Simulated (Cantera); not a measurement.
Cantera with NASA thermochemical tables; ideal gases at 1 bar, condensed phases pure. Values are per mole of reaction as written; species without (g) are pure solids or liquids, kept so even where they would boil at 1 bar.

S₂(g) + 2 O₃(g) = 2 SO₃(g), with ΔH° = -1203.5 kJ and ΔS° = -192.8 J/K at 300 K.

Task: How far is the shortcut ΔG° ≈ ΔH°(300 K) − T·ΔS°(300 K) from the full temperature-dependent value at 825, 850, 875, 900, 925, 950, 975, 1000, 1025, 1050 K?

Result: 
| T (K) | shortcut (kJ) | full (kJ) | difference (kJ) | difference in log10 K |
|---|---|---|---|---|
| 825 | -1044.4 | -1042.7 | -1.7 | 0.11 |
| 850 | -1039.6 | -1037.8 | -1.8 | 0.11 |
| 875 | -1034.8 | -1032.9 | -1.9 | 0.11 |
| 900 | -1030.0 | -1028.0 | -2.0 | 0.12 |
| 925 | -1025.1 | -1023.0 | -2.1 | 0.12 |
| 950 | -1020.3 | -1018.1 | -2.2 | 0.12 |
| 975 | -1015.5 | -1013.2 | -2.3 | 0.12 |
| 1000 | -1010.7 | -1008.3 | -2.4 | 0.12 |
| 1025 | -1005.9 | -1003.4 | -2.5 | 0.13 |
| 1050 | -1001.0 | -998.5 | -2.5 | 0.13 |
The shortcut ignores the heat-capacity change of the reaction.
